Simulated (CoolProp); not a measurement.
Computed with CoolProp (reference Helmholtz-energy equation of state, Gao 2022).

Q: For n-perfluorobutane, give the phase and the cp (kJ/(kg K)) at 439.1 K and 0.164 MPa; 439.1 K and 0.373 MPa.

A: 
- 439.1 K and 0.164 MPa: gas; cp 0.979
- 439.1 K and 0.373 MPa: gas; cp 0.984
